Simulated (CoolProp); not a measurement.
The fluid at 302.89 K and 0.204 MPa expands adiabatically to 0.0173 MPa with isentropic efficiency 0.85. The same conditions are run with several fluids, on thermodynamics alone (safety and materials aside).

Computed with CoolProp (reference Helmholtz-energy equation of state of each fluid (R410A: Lemmon 2003; propane: Lemmon 2009; C2F6 (R116): Lemmon 2006; dimethyl ether: Wu 2011; hydrogen chloride: Thol 2018)). Blends and air are pseudo-pure fits.

| fluid | work (kJ/kg) | final temperature (K) | final density (kg/m³) |
|---|---|---|---|
| R410A | (withheld) | (withheld) | 0.691 |
| propane | 101 | 233.7 | 0.395 |
| C2F6 (R116) | 34.3 | 255.0 | 1.13 |
| dimethyl ether | 95.3 | 227.7 | 0.425 |
| hydrogen chloride | 103 | (withheld) | 0.445 |

Task: Fill in the missing entries.

Result: 
- R410A, work (kJ/kg): 59.6
- R410A, final temperature (K): 220.3
- hydrogen chloride, final temperature (K): 171.7
